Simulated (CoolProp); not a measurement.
A closed Brayton cycle with carbon dioxide: compressor inlet 314.15 K and 8.7 MPa, high pressure 17.4 MPa, turbine inlet 650 K, compressor efficiency 0.89, turbine efficiency 0.85, recuperator effectiveness 0.9 (on enthalpy, no pinch check). Each further row changes one setting.

Computed with CoolProp (reference Helmholtz-energy equation of state, Span 1996).

```json
[
 {"case": "as stated", "thermal efficiency (%)": "24.3", "net work (kJ/kg)": "44.7", "compressor to turbine work": "0.33", "compressor exit (K)": "355.3", "turbine exit (K)": "580.2"},
 {"case": "turbine inlet 600 K", "thermal efficiency (%)": "[?]", "net work (kJ/kg)": "38.2", "compressor to turbine work": "[?]", "compressor exit (K)": "355.3", "turbine exit (K)": "[?]"},
 {"case": "compressor inlet 324.15 K", "thermal efficiency (%)": "23.3", "net work (kJ/kg)": "[?]", "compressor to turbine work": "[?]", "compressor exit (K)": "378.2", "turbine exit (K)": "580.2"},
 {"case": "high pressure 14.8 MPa", "thermal efficiency (%)": "[?]", "net work (kJ/kg)": "36.0", "compressor to turbine work": "0.31", "compressor exit (K)": "[?]", "turbine exit (K)": "596.4"},
 {"case": "recuperator effectiveness 0.5", "thermal efficiency (%)": "15.3", "net work (kJ/kg)": "44.7", "compressor to turbine work": "0.33", "compressor exit (K)": "355.3", "turbine exit (K)": "580.2"}
]
```

Task: What belongs in the gaps?

Result: 
- turbine inlet 600 K, thermal efficiency (%): 22.2
- turbine inlet 600 K, compressor to turbine work: 0.36
- turbine inlet 600 K, turbine exit (K): 532.7
- compressor inlet 324.15 K, net work (kJ/kg): 36.7
- compressor inlet 324.15 K, compressor to turbine work: 0.45
- high pressure 14.8 MPa, thermal efficiency (%): 22.1
- high pressure 14.8 MPa, compressor exit (K): 345.7
